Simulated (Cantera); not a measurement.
**C₆H₆ + O₂ + N₂ (carbon deposition, reforming and gasification)**

Charge: 1 mol C₆H₆, 1.2 mol O₂, 15 mol N₂, held at 17.0 Pa.

Method: chemical equilibrium by Gibbs-energy minimisation in Cantera with the NASA 1993 tables (ideal gas, pure condensed phases). Candidate condensed phases: C, C₆H₆, C₇H₈, C₈H₁₈, H₂O; 136 gas species. The numbers say what is thermodynamically allowed, not how fast it happens.

| T (K) | log p N₂ | log p H₂ | log p CO | log p H | n C(graphite) |
|---|---|---|---|---|---|
| 1075 | -3.90 | -4.60 | -4.70 | -10.13 | 3.60 |
| 1150 | -3.90 | -4.60 | -4.70 | -9.43 | 3.60 |
| 1225 | -3.90 | -4.60 | -4.70 | -8.81 | 3.60 |
| 1300 | -3.90 | -4.60 | -4.70 | -8.26 | 3.60 |
| 1375 | -3.90 | -4.60 | -4.70 | -7.77 | 3.60 |
| 1450 | -3.90 | -4.60 | -4.70 | -7.33 | 3.59 |
| 1525 | -3.90 | -4.60 | -4.70 | -6.93 | 3.59 |
| 1600 | -3.90 | -4.61 | -4.70 | -6.57 | 3.59 |
| 1675 | -3.90 | -4.61 | -4.70 | -6.24 | 3.58 |
| 1750 | -3.91 | -4.62 | -4.70 | -5.94 | 3.57 |
| 1825 | -3.91 | -4.63 | -4.70 | -5.67 | 3.55 |
log p: log10 of the partial pressure in bar; n: condensed amount in mol.

From 1075 K to 1825 K the condensed part is C(graphite). The main C-bearing gas is CO throughout.
